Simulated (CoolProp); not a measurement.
Vapour-liquid equilibrium of ethanol (1) + ethylbenzene (2) at 0.998 MPa; x and y are mole fractions of (1).

Computed with CoolProp (multi-fluid Helmholtz-energy mixture model, Schroeder 2014 and Zhou 2012; pair parameters Bell 2016).

| x | bubble temperature, mixture model (°C) | bubble temperature, Raoult's law (°C) | y, mixture model | y, Raoult's law |
|---|---|---|---|---|
| 0.05 | 220.3 | 232.2 | 0.349 | 0.268 |
| 0.125 | 195.2 | 215.3 | 0.596 | 0.497 |
| 0.2 | 181.8 | 203.0 | 0.702 | 0.633 |
| 0.275 | 173.9 | 193.6 | 0.757 | 0.723 |
| 0.35 | 168.9 | 185.9 | 0.791 | 0.787 |
| 0.425 | 165.4 | 179.6 | 0.815 | 0.835 |
| 0.5 | 162.8 | 174.1 | 0.835 | 0.873 |
| 0.575 | 160.6 | 169.4 | 0.852 | 0.903 |
| 0.65 | 158.6 | 165.2 | 0.870 | 0.927 |
| 0.725 | 156.8 | 161.5 | 0.890 | 0.947 |
| 0.8 | 155.0 | 158.2 | 0.913 | 0.965 |
| 0.875 | 153.3 | 155.1 | 0.940 | 0.979 |
| 0.95 | 151.6 | 152.3 | 0.973 | 0.992 |

The largest gap from Raoult's law is -21.2 K in bubble temperature, at x = 0.2. No azeotrope shows between x = 0.05 and 0.95.

The pair parameters rest on a limited set of measurements; away from them the model extrapolates.
